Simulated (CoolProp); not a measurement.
Vapour-liquid equilibrium of R143a (1) + n-butane (2) at 0.163 MPa; x and y are mole fractions of (1).

Values from CoolProp's multi-fluid Helmholtz-energy mixture model, Lemmon and Jacobsen 2000 and Bücker 2006; pair parameters Bell 2016.

| x | bubble temperature (K) | y at the bubble point | dew temperature at overall composition x (K) | liquid density (mol/L) |
|---|---|---|---|---|
| 0.05 | 266.6 | 0.516 | 284.4 | 10.52 |
| 0.2 | 246.7 | 0.812 | 279.5 | 11.12 |
| 0.35 | 242.3 | 0.857 | 273.9 | 11.49 |
| 0.5 | 240.8 | 0.874 | 267.4 | 11.84 |
| 0.65 | 239.7 | 0.889 | 259.1 | 12.24 |
| 0.8 | 238.4 | 0.916 | 247.8 | 12.72 |
| 0.95 | 236.9 | 0.970 | 237.3 | 13.31 |

No azeotrope shows between x = 0.05 and 0.95.

The pair parameters rest on a limited set of measurements; away from them the model extrapolates. With so large a gap from Raoult's law the liquid may split in two, which this calculation doesn't test in full.
